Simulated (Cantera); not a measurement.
An isothermal, constant-pressure homogeneous reactor starts with NO : N₂ = 1 : 4.5 (molar parts), at 1625 K and 750 Torr.

Model: GRI-Mech 3.0 (53 species, 325 reactions), integrated in Cantera.

Problem. Predict: x(NO) at 20.0 s; x(NO₂) at 20.0 s; x(N₂O) at 20.0 s; x(O) at 20.0 s; x(O₂) at 20.0 s; x(N₂) at 20.0 s.

Solution. 
| Property | Value |
|---|---|
| x(NO) at 20.0 s | 0.139 (gas-phase equilibrium 0.00152) |
| x(NO₂) at 20.0 s | 0.000170 (gas-phase equilibrium 3.75e-6) |
| x(N₂O) at 20.0 s | 7.15e-6 (gas-phase equilibrium 9.69e-8) |
| x(O) at 20.0 s | 2.96e-6 (gas-phase equilibrium 5.88e-6) |
| x(O₂) at 20.0 s | 0.0215 (gas-phase equilibrium 0.0901) |
| x(N₂) at 20.0 s | 0.840 (gas-phase equilibrium 0.908) |
